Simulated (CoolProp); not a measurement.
Aqueous methanol as a coolant, 35 % by mass, freezing at -31.9 °C, 1 atm.

Computed with CoolProp (Melinder's fits for secondary coolants).

```json
[
 {"T (°C)": "-26.6", "cp (kJ/(kg K))": "3.479", "Prandtl number": "123", "density (kg/m³)": "964.5", "viscosity (mPa s)": "13.4"},
 {"T (°C)": "-16.5", "cp (kJ/(kg K))": "3.602", "Prandtl number": "72.2", "density (kg/m³)": "960.5", "viscosity (mPa s)": "7.75"},
 {"T (°C)": "-6.4", "cp (kJ/(kg K))": "3.711", "Prandtl number": "45.6", "density (kg/m³)": "…", "viscosity (mPa s)": "…"},
 {"T (°C)": "3.6", "cp (kJ/(kg K))": "3.803", "Prandtl number": "30.6", "density (kg/m³)": "951.6", "viscosity (mPa s)": "3.20"},
 {"T (°C)": "13.7", "cp (kJ/(kg K))": "3.877", "Prandtl number": "…", "density (kg/m³)": "946.6", "viscosity (mPa s)": "2.24"},
 {"T (°C)": "23.8", "cp (kJ/(kg K))": "3.927", "Prandtl number": "15.6", "density (kg/m³)": "…", "viscosity (mPa s)": "1.64"},
 {"T (°C)": "33.8", "cp (kJ/(kg K))": "…", "Prandtl number": "11.8", "density (kg/m³)": "935.5", "viscosity (mPa s)": "1.24"}
]
```

Fill in the missing entries.


- -6.4, density (kg/m³): 956.2
- -6.4, viscosity (mPa s): 4.82
- 13.7, Prandtl number: 21.5
- 23.8, density (kg/m³): 941.2
- 33.8, cp (kJ/(kg K)): 3.952
